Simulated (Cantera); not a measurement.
Input (Python, Cantera) and output of one run.

```python
import numpy as np
import cantera as ct

gas_names = [...]  # 60 gases of nasa_gas.yaml made of H, N, O, S
cond_names = """
    H2O(s) H2O(L) H2SO4(L) S(cr1) S(cr2) S(L)
""".split()


# ... load() reads the species with a 1 bar reference pressure and builds the phases ...
atoms = {
    'NH3': {'N': 1, 'H': 3},
    'SO2': {'S': 1, 'O': 2},
    'O2': {'O': 2},
}
top_T = {}  # K; cautious upper limits of use, not melting points


# ... equilibrate(T, P, feed) seeds the gas with the atoms and calls Mixture.equilibrate('TP', solver="vcs", rtol=1e-11, max_steps=5000) ...
results = []
feed = {'NH3': 1, 'SO2': 0.0045, 'O2': 1.2}  # mol
P = 45  # Pa
for T in [3000, 3250, 3500, 3750, 4000, 4250, 4500, 4750, 5000]:
    mix = equilibrate(T, P, feed)
    results.append((T, P, feed, dict(zip(mix.species_names, mix.species_moles))))

top = {s: max(r[3][s] / sum(r[3][g] for g in gas_names) for r in results) for s in gas_names}
cols = sorted((s for s in top if top[s] > 1e-05), key=lambda s: -top[s])[:7]
seen = [c for c in cond_names if any(r[3].get(c, 0) > 1e-12 for r in results)]
print("log10 of partial pressures in bar; condensed amounts in mol")
print(f"{'T/K':>10s}" + "".join(f"{s[:9]:>10s}" for s in cols + seen))
for T, P, feed, n in results:
    ng = sum(n[g] for g in gas_names)
    print(f"{T:10.4g}" + "".join(f"{np.log10(max(n[s] / ng * P / 1e5, 1e-99)):10.3f}" for s in cols)
          + "".join(f"{n.get(c, 0):10.4g}" for c in seen))
```

Output:

```
log10 of partial pressures in bar; condensed amounts in mol
       T/K         H         O         N        N2        OH        O2        H2
      3000    -3.647    -3.750    -7.066    -4.419    -5.581    -5.608    -5.691
      3250    -3.643    -3.741    -6.422    -4.424    -6.172    -6.277    -6.299
      3500    -3.642    -3.739    -5.870    -4.430    -6.689    -6.864    -6.827
      3750    -3.643    -3.740    -5.396    -4.447    -7.142    -7.376    -7.289
      4000    -3.646    -3.742    -4.995    -4.488    -7.543    -7.830    -7.698
      4250    -3.652    -3.748    -4.668    -4.580    -7.904    -8.236    -8.065
      4500    -3.660    -3.756    -4.424    -4.756    -8.231    -8.604    -8.398
      4750    -3.668    -3.764    -4.271    -5.047    -8.527    -8.935    -8.698
      5000    -3.673    -3.769    -4.198    -5.437    -8.789    -9.228    -8.963
```

Method: chemical equilibrium by Gibbs-energy minimisation in Cantera with the NASA 1993 tables (ideal gas, pure condensed phases).
